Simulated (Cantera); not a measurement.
Input (Python, Cantera) and output of one run.

```python
import numpy as np
import cantera as ct

gas_names = """
    Ca CaO CaOH CaO2H2 Ca2 H HO2 H2 H2O H2O2 O OH O2 O3
""".split()
cond_names = """
    Ca(a) Ca(b) Ca(L) CaO(s) CaO(L) CaO2H2(s) H2O(s) H2O(L)
""".split()


# ... load() reads the species with a 1 bar reference pressure and builds the phases ...
atoms = {
    'CaO': {'Ca': 1, 'O': 1},
    'O2': {'O': 2},
    'H2O': {'H': 2, 'O': 1},
}
top_T = {}  # K; cautious upper limits of use, not melting points


# ... equilibrate(T, P, feed) seeds the gas with the atoms and calls Mixture.equilibrate('TP', solver="vcs", rtol=1e-11, max_steps=5000) ...
results = []
feed = {'CaO': 1, 'O2': 2.2, 'H2O': 2.2}  # mol
T = 698  # K
P = 101325  # Pa
mix = equilibrate(T, P, feed)
results.append((T, P, feed, dict(zip(mix.species_names, mix.species_moles))))
print(gas.report(threshold=0.0001))
for i in range(1, mix.n_phases):
    print(f"{mix.phase(i).name:16s} {mix.phase_moles(i):12.5e} mol")
```

It prints:

```
       temperature   698 K
          pressure   1.0132e+05 Pa
           density   0.4725 kg/m^3
  mean mol. weight   27.063 kg/kmol
   phase of matter   gas

                          1 kg             1 kmol
                     ---------------   ---------------
          enthalpy       -2.6724e+06       -7.2322e+07  J
   internal energy       -2.8868e+06       -7.8126e+07  J
           entropy            8578.7        2.3216e+05  J/K
    Gibbs function       -8.6603e+06       -2.3437e+08  J
 heat capacity c_p            1277.3             34567  J/K
 heat capacity c_v            970.05             26252  J/K

                      mass frac. Y      mole frac. X     chem. pot. / RT
                     ---------------   ---------------   ---------------
               H2O           0.23494           0.35294           -66.559
                O2           0.76506           0.64706           -26.108
     [  +12 minor]        4.8074e-11        6.9144e-11

Ca(a)             0.00000e+00 mol
CaO(s)            0.00000e+00 mol
CaO2H2(s)         1.00000e+00 mol
```

Equilibrium computed with Cantera from the NASA thermochemical tables; the gas is ideal and each condensed phase is pure.
